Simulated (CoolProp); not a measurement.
Methanol at 412.64 K and 0.262 MPa is throttled through a valve to 0.117 MPa with no heat exchange. Each further row changes one setting.

Model: reference Helmholtz-energy equation of state, de Reuck 1993, in CoolProp.

```tsv
case	temperature change (K)	final density (kg/m³)
as stated	-5.3	1.12
outlet pressure 0.0351 MPa	-8.4	0.336
outlet pressure 0.152 MPa	-4.0	1.46
```
